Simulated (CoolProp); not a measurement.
Vapour-liquid equilibrium of ethanol (1) + ethylbenzene (2) at 0.346 MPa; x and y are mole fractions of (1).

Computed with CoolProp (multi-fluid Helmholtz-energy mixture model, Schroeder 2014 and Zhou 2012; pair parameters Bell 2016).

```json
[
 {"x": "0.05", "bubble temperature (°C)": "160.6", "y at the bubble point": "0.458", "dew temperature at overall composition x (°C)": "186.1", "liquid density (mol/L)": "7.076"},
 {"x": "0.2", "bubble temperature (°C)": "131.2", "y at the bubble point": "0.763", "dew temperature at overall composition x (°C)": "177.7", "liquid density (mol/L)": "7.933"},
 {"x": "0.35", "bubble temperature (°C)": "123.2", "y at the bubble point": "0.825", "dew temperature at overall composition x (°C)": "168.3", "liquid density (mol/L)": "8.725"},
 {"x": "0.5", "bubble temperature (°C)": "119.9", "y at the bubble point": "0.853", "dew temperature at overall composition x (°C)": "157.4", "liquid density (mol/L)": "9.654"},
 {"x": "0.65", "bubble temperature (°C)": "117.8", "y at the bubble point": "0.876", "dew temperature at overall composition x (°C)": "143.9", "liquid density (mol/L)": "10.82"},
 {"x": "0.8", "bubble temperature (°C)": "115.7", "y at the bubble point": "0.909", "dew temperature at overall composition x (°C)": "126.5", "liquid density (mol/L)": "12.34"},
 {"x": "0.95", "bubble temperature (°C)": "113.8", "y at the bubble point": "0.969", "dew temperature at overall composition x (°C)": "114.2", "liquid density (mol/L)": "14.36"}
]
```

No azeotrope shows between x = 0.05 and 0.95.

The pair parameters rest on a limited set of measurements; away from them the model extrapolates. With so large a gap from Raoult's law the liquid may split in two, which this calculation doesn't test in full.
